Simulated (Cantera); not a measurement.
A closed system holds: 1 mol SiHCl₃, 0.11 mol HCl, 1200 mol H₂, 0.014 mol C₂H₄, held at 1125 °C and 110 Pa.

These are equilibrium values from Cantera (NASA tables, ideal gas, pure condensed phases), not measurements of a reactor. Candidate condensed phases: C, C₆H₆, C₇H₈, C₈H₁₈, Si, SiC; 109 gas species. Mutual solubility and eutectic melting of coexisting phases are not modelled. Kinetics and transport are ignored.

Base state: H₂ 0.997, HCl 0.00255, H 0.000143, SiCl₂ 1.92e-5 (mole fractions); condensed: Si(s) + SiC(s).

Q: What changes in the equilibrium state with this change: H₂ from 1200 to 140 mol?

A: 
```csv
species,before,after
H₂,0.997,0.979
HCl,0.00255,0.0196
SiCl₂,1.92e-5,0.00115
H,0.000143,0.000141
"Si(s), mol",0.947,0.807
"SiC(s), mol",0.0280,0.0280
```
